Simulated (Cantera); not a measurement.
Source: NASA polynomial tables (part measured, part estimated), evaluated in Cantera. Values are per mole of reaction as written; species without (g) are pure solids or liquids, kept so even where they would boil at 1 bar.

Question: Between 300 and 1450 K, where is each reaction favourable under standard conditions?
- N₂(g) + 2 NbO₂ → 2 NO₂(g) + 2 Nb
- 3 NbO₂ + 2 N₂O(g) → 3 Nb + 4 NO₂(g)

Answer: 
- N₂(g) + 2 NbO₂ → 2 NO₂(g) + 2 Nb: ΔG° is 1582 kJ at 300 K and 1328 kJ at 1450 K; it stays positive (K < 1). ΔH° is 1611 kJ and ΔS° 196 J/K at 1450 K.
- 3 NbO₂ + 2 N₂O(g) → 3 Nb + 4 NO₂(g): ΔG° is 2218 kJ at 300 K and 1740 kJ at 1450 K; it stays positive (K < 1). ΔH° is 2280 kJ and ΔS° 373 J/K at 1450 K.
